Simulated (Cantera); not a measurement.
An adiabatic, constant-pressure homogeneous reactor starts with 8.69 % CH4, 0.452 % C2H6, 1.65 % C3H8, 16.0 % O2, 60.2 % N2, 13.0 % H2O, at 1598 K and 1.40 bar.

Detailed kinetics in Cantera: GRI-Mech 3.0 (53 species, 325 reactions). GRI-Mech 3.0 was tuned for natural gas; its chemistry of propane as a main component is partial and can be far from experiment.

### Question
Predict: time of steepest temperature rise; temperature at 0.400 s; equilibrium temperature; x(CO2) at 0.400 s; x(HO2) at 0.400 s.

### Answer
- time of steepest temperature rise = 80.6 µs
- temperature at 0.400 s = 2599 K
- equilibrium temperature = 2599 K
- x(CO2) at 0.400 s = 0.0328 (gas-phase equilibrium 0.0328)
- x(HO2) at 0.400 s = 2.33e-7 (gas-phase equilibrium 2.33e-7)
